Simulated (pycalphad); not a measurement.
## Effect of Al content in Si-Al

All values are pycalphad results on the COST 507 light-alloy database (1999) (1 atm), not direct measurements. The data set is of 1999 and partly superseded. Phase fractions are per mole of atoms.

Problem. One of these alloys has its liquidus at 887 K, its solidus at 850 K, and holds LIQUID 1.00 at 1070 K. Which?
(A) Si-41.84Al (wt.%)
(B) Si-85.15Al (wt.%)
(C) Si-56.12Al (wt.%)
(D) Si-27.74Al (wt.%)

Solution. B, Si-85.15Al (wt.%). The others: Si-27.74Al (wt.%), liquidus 1524, solidus 850; Si-41.84Al (wt.%), liquidus 1406, solidus 850; Si-56.12Al (wt.%), liquidus 1259, solidus 850
